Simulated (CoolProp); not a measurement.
Vapour-liquid equilibrium of isopentane (1) + R365MFC (2) at 370.6 K; x and y are mole fractions of (1).

Model: multi-fluid Helmholtz-energy mixture model, Lemmon 2006 and Lemmon 2016; pair parameters Bell 2016, in CoolProp.

Q: Give the bubble pressure and the first vapour's composition at x = 0.35, 0.5, 0.8. Is there an azeotrope?

A: x = 0.35: 7.933 bar, y = 0.466; x = 0.5: 8.245 bar, y = 0.553; x = 0.8: 8.078 bar, y = 0.731. y crosses x between x = 0.5 and 0.65: the model has an azeotrope there.

Pair parameters are fitted to limited data, so mixtures are less certain than the pure fluids.
